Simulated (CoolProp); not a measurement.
Values from CoolProp's reference Helmholtz-energy equation of state, Lemmon 2006. It is a short technical equation, of lower accuracy than the large ones.

Q: For nitrous oxide, give the phase and the Z, cp (kJ/(kg K)), speed of sound (m/s), Joule-Thomson coefficient (K/MPa) at 395.2 K and 10100 kPa; 454.9 K and 10100 kPa; 484.8 K and 10100 kPa.

A: 
- 395.2 K and 10100 kPa: supercritical; Z 0.778, cp 1.43, speed of sound 277, Joule-Thomson coefficient 5.04
- 454.9 K and 10100 kPa: supercritical; Z 0.880, cp 1.25, speed of sound 312, Joule-Thomson coefficient 3.65
- 484.8 K and 10100 kPa: supercritical; Z 0.910, cp 1.21, speed of sound 326, Joule-Thomson coefficient 3.15
